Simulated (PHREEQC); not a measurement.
Dissolve 1.2 mmol/kgw CuSO4, 1.4 mmol/kgw HBF4 and 1.3 mmol/kgw H3BO3 at 25 °C. Closed to the air; pH follows from the charge balance.

All values are PHREEQC results (ion-association model, wateq4f.dat), not measurements.

| quantity | before | after |
|---|---|---|
| pH | 2.83 | 2.81 |
| ionic strength (mol/kgw) | 0.00580 | 0.00163 |
| H3BO3 (mol/kgw) | 0.00191 | 0.00191 |
| H2BO3- (mol/kgw) | 8.13e-10 | 7.37e-10 |

Q: What was changed between the two runs?
A) CuSO4 left out
B) temperature from 25 to 75 °C
C) H3BO3 from 0.0013 to 0.00026 mol/kgw
D) H3BO3 left out
E) HBF4 left out

A: A, CuSO4 left out

No solid was allowed to form. Real BF4- forms and hydrolyses slowly; the run takes it at equilibrium.
